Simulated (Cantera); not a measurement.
A freely propagating, adiabatic, planar premixed flame of H₂ : O₂ : N₂ : H₂O = 1 : 0.455 : 2.09 : 0.075 (molar parts), unburnt at 550 K and 62000 Pa; mixture-averaged transport, grid criteria slope 0.08 and curve 0.16, no radiation.

Detailed kinetics in Cantera: the H2/O2 subset of GRI-Mech 3.0, which has no nitrogen chemistry. Burning velocities carry a grid error of a few per cent, more on coarse grids.

**Question.** Predict: laminar burning velocity; thermal thickness; peak x(H); peak x(HO₂); peak x(OH).

**Answer.** 
* **laminar burning velocity**: 529 cm/s
* **thermal thickness**: 0.886 mm
* **peak x(H)**: 0.0566
* **peak x(HO₂)**: 0.000225
* **peak x(OH)**: 0.0126
